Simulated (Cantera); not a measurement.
Input: 1 mol AlN, 560 mol H2, 23 mol N2, 9.4 mol HCl, equilibrated at 1252 °C and 0.100 bar.

These are equilibrium values from Cantera (NASA tables, ideal gas, pure condensed phases), not measurements of a reactor. Candidate condensed phases: Al, AlCl3, AlN, NH4Cl; 20 gas species. The tables' values for AlCl2 are old estimates; treat these amounts as uncertain. Equilibrium is a limit: real reactors are often held back by kinetics, nucleation or transport.

Base state: H2 0.945, N2 0.0394, HCl 0.0139, AlCl 0.000760, AlCl3 0.000278, AlCl2 0.000173, H 7.27e-5 (mole fractions); condensed: AlN(s).

Task: What changes in the equilibrium state with this change: temperature from 1252 °C to 875 °C?

Result: 
| species | before | after |
|---|---|---|
| H2 | 0.945 | 0.946 |
| N2 | 0.0394 | 0.0389 |
| HCl | 0.0139 | 0.0151 |
| AlCl | 0.000760 | 9.49e-8 |
| AlCl3 | 0.000278 | 0.000250 |
| H | 7.27e-5 | 2.21e-7 |
| AlCl2 | 0.000173 | 7.29e-7 |
| AlN(s), mol | 0.282 | 0.851 |

Task: What changes in the equilibrium state with this change: temperature from 1252 °C to 677 °C?

Result: 
```tsv
species	before	after
H2	0.945	0.946
N2	0.0394	0.0389
HCl	0.0139	0.0153
AlCl	0.000760	<1e-9
AlCl3	0.000278	0.000190
H	7.27e-5	1.71e-9
AlCl2	0.000173	6.07e-9
NH3	1.05e-6	1.50e-5
AlN(s), mol	0.282	0.887
```
